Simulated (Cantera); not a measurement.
Charge: 1 mol B2O3, 46 mol HCl, 15 mol O2, held at 1848.15 K and 1.00 bar.

Cantera equilibrium calculation (NASA polynomials, part measured and part estimated; ideal gas, pure solids and liquids). Candidate condensed phases: B, B2O3, B3O3H3, H2O; 33 gas species. The tables' values for BOCl are old estimates; treat these amounts as uncertain. Kinetics and transport are ignored.

Base state: HCl 0.596, O2 0.205, Cl 0.0736, H2O 0.0579, Cl2 0.0349, HBO2 0.0286, B2O3 0.00114, BOCl 0.000939 (mole fractions); condensed: gas only.

Question: What changes in the equilibrium state with this change: B2O3 replaced by SiO2?

Answer: 
```
species                 before     after
--------------------  --------  --------
HCl                      0.596     0.617
O2                       0.205     0.211
Cl                      0.0736    0.0709
HBO2                    0.0286         0
H2O                     0.0579    0.0678
Cl2                     0.0349    0.0324
B2O3                   0.00114         0
BOCl                  0.000939         0
BO2                   0.000415         0
H2                     1.07e-5   1.23e-5
OH                    0.000692  0.000755
SiO2(condensed), mol         0     1.000
```
The tables hold silica as quartz up to 1696 K and as liquid above; real silica turns to tridymite and cristobalite and melts near 1996 K. Gases not in the tables: Si(OH)4. Further candidate phases: Si, SiO2.
